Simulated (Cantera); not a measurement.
**Hydrogen reduction and annealing atmospheres: PbO + H₂ + N₂ + H₂O**

Input: 1 mol PbO, 420 mol H₂, 9 mol N₂, 0.0038 mol H₂O, at 0.100 bar.

Equilibrium computed with Cantera from the NASA thermochemical tables; the gas is ideal and each condensed phase is pure. Candidate condensed phases: H₂O, Pb, PbO, PbO₂, Pb₃O₄; 27 gas species. Equilibrium is a limit: real reactors are often held back by kinetics, nucleation or transport.

```
T (K)  log p H₂  log p N₂  log p H₂O  log p Pb  log p H  log p NH₃  log p Pb₂  log p OH  n Pb(l)
-----  --------  --------  ---------  --------  -------  ---------  ---------  --------  -------
700       -1.01     -2.68      -3.63     -8.95     <-13      -4.88       <-13      <-13    1.000
800       -1.01     -2.68      -3.63     -7.21   -12.04      -5.38       <-13      <-13    1.000
900       -1.01     -2.68      -3.63     -5.86   -10.44      -5.77     -12.09      <-13    0.994
1000      -1.01     -2.68      -3.63     -4.79    -9.15      -6.09     -10.29      <-13    0.931
1100      -1.01     -2.68      -3.63     -3.92    -8.09      -6.35      -8.83      <-13    0.480
1200      -1.01     -2.68      -3.63     -3.63    -7.21      -6.58      -8.50    -11.93        0
1300      -1.01     -2.68      -3.63     -3.63    -6.46      -6.76      -8.71    -10.97        0
1400      -1.01     -2.68      -3.63     -3.63    -5.82      -6.92      -8.88    -10.14        0
1500      -1.01     -2.68      -3.63     -3.63    -5.26      -7.06      -9.03     -9.42        0
1600      -1.01     -2.68      -3.63     -3.63    -4.77      -7.19      -9.17     -8.80        0
```
log p: log10 of the partial pressure in bar; n: condensed amount in mol.

From 700 K to 1100 K the condensed part is Pb(l). From 1200 K to 1600 K nothing is condensed. The main Pb-bearing gas is Pb throughout.
